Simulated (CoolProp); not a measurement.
R1234ze(E) along the isobar 4910 kPa: density (kg/m³) from the reference equation and from simpler models built on Tc = 109.4 °C, pc = 3635 kPa, ω = 0.313; each cubic takes its own stable root.

Values from CoolProp's reference Helmholtz-energy equation of state, Thol 2016.

```json
[
 {"T (°C)": "50.05", "phase": "liquid", "reference": "1104", "van der Waals": "687.8", "Peng-Robinson": "1112"},
 {"T (°C)": "59.65", "phase": "liquid", "reference": "1069", "van der Waals": "669.3", "Peng-Robinson": "1068"},
 {"T (°C)": "69.35", "phase": "liquid", "reference": "1030", "van der Waals": "649.2", "Peng-Robinson": "1019"},
 {"T (°C)": "79.05", "phase": "liquid", "reference": "988.0", "van der Waals": "627.3", "Peng-Robinson": "963.7"},
 {"T (°C)": "88.75", "phase": "liquid", "reference": "939.6", "van der Waals": "603.1", "Peng-Robinson": "900.3"},
 {"T (°C)": "98.45", "phase": "liquid", "reference": "881.8", "van der Waals": "575.8", "Peng-Robinson": "825.3"},
 {"T (°C)": "108.15", "phase": "liquid", "reference": "807.0", "van der Waals": "544.2", "Peng-Robinson": "732.0"},
 {"T (°C)": "117.75", "phase": "supercritical", "reference": "692.8", "van der Waals": "506.3", "Peng-Robinson": "606.5"},
 {"T (°C)": "127.45", "phase": "supercritical", "reference": "469.4", "van der Waals": "457.0", "Peng-Robinson": "437.2"},
 {"T (°C)": "137.15", "phase": "supercritical", "reference": "334.9", "van der Waals": "390.4", "Peng-Robinson": "332.9"},
 {"T (°C)": "146.85", "phase": "supercritical", "reference": "281.0", "van der Waals": "322.7", "Peng-Robinson": "283.1"}
]
```
